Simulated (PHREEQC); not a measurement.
**City or well water (model solution)**

Model water analysis in mmol/kgw, 70 °C, pH 6.35, pe -0.9:

| constituent | mmol/kgw |
|---|---|
| Na | 1.95 |
| K | 0.0185 |
| Ca | 0.219 |
| Mg | 0.274 |
| Cl | 1.58 |
| S(6) | 0.191 |
| Alkalinity (meq/kgw) | 1.04 |
| F | 0.000322 |

Valence states are taken as typed.

All values are PHREEQC results (ion-association model, phreeqc.dat), not measurements.

Precipitation was switched off in this run.

Problem. What specific conductance, charge-balance error does the model give?

Solution. specific conductance 715 µS/cm; charge-balance error -0.8 %.

Problem. In which forms is S present?

Solution. SO4-2 88 %, MgSO4 8.3 %, CaSO4 2.5 %, NaSO4- 0.8 % of the S.

At this temperature some constants are extrapolated from 25 °C, and those without enthalpy data are left unchanged.
